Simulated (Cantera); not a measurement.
# Transport properties of process gases

Gas mixture: 100 % N2O, at 0.0825 Torr, frozen composition.

Cantera's kinetic-theory transport with the Lennard-Jones parameters of GRI-Mech 3.0, ideal gas; thermal conductivity in the mixture-averaged form. The composition is frozen, though it would react at the higher temperatures.

| T (K) | ρ (kg/m³) | cp (J/kg/K) | μ (µPa s) | λ (mW/m/K) | Pr | D (cm²/s) NH3 | D (cm²/s) H2 | D (cm²/s) OH |
|---|---|---|---|---|---|---|---|---|
| 400 | 0.000146 | 970.3 | 19.5 | 25.5 | 0.741 | 2600 | 9940 | 3780 |
| 550 | 0.000106 | 1073 | 25.5 | 37.0 | 0.739 | 4790 | 17100 | 6600 |
| 700 | 8.32e-5 | 1150 | 30.8 | 47.9 | 0.739 | 7510 | 25700 | 9980 |
| 850 | 6.85e-5 | 1210 | 35.6 | 58.2 | 0.739 | 10700 | 35600 | 13900 |
| 1000 | 5.82e-5 | 1255 | 40.0 | 68.0 | 0.739 | 14300 | 46600 | 18200 |
| 1150 | 5.06e-5 | 1285 | 44.1 | 77.1 | 0.736 | 18300 | 58800 | 23100 |
| 1300 | 4.48e-5 | 1311 | 48.0 | 85.8 | 0.734 | 22600 | 72100 | 28300 |
D: mixture-averaged diffusion coefficient of that species in the mixture.
